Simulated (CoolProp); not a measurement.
Saturation properties of n-octane (Tc = 295.6 °C, pc = 2.484 MPa, ω = 0.398).

The numbers come from the reference Helmholtz-energy equation of state, Beckmüller 2019 in CoolProp.

```json
[
 {"T (°C)": "142.35", "p (MPa)": "0.1576", "enthalpy of vaporisation (kJ/kg)": "289.6", "liquid viscosity (µPa s)": "177"},
 {"T (°C)": "158.25", "p (MPa)": "0.2313", "enthalpy of vaporisation (kJ/kg)": "277.6", "liquid viscosity (µPa s)": "157"},
 {"T (°C)": "174.15", "p (MPa)": "0.3290", "enthalpy of vaporisation (kJ/kg)": "264.6", "liquid viscosity (µPa s)": "139"},
 {"T (°C)": "190.05", "p (MPa)": "0.4554", "enthalpy of vaporisation (kJ/kg)": "250.5", "liquid viscosity (µPa s)": "124"},
 {"T (°C)": "205.95", "p (MPa)": "0.6157", "enthalpy of vaporisation (kJ/kg)": "234.9", "liquid viscosity (µPa s)": "109"},
 {"T (°C)": "221.75", "p (MPa)": "0.8141", "enthalpy of vaporisation (kJ/kg)": "217.5", "liquid viscosity (µPa s)": "96.2"},
 {"T (°C)": "237.65", "p (MPa)": "1.060", "enthalpy of vaporisation (kJ/kg)": "197.4", "liquid viscosity (µPa s)": "83.9"},
 {"T (°C)": "253.55", "p (MPa)": "1.358", "enthalpy of vaporisation (kJ/kg)": "173.6", "liquid viscosity (µPa s)": "72.1"}
]
```

It boils at 125.6 °C under 1 atm.

Viscosity comes from a separate model (Huber 2004).
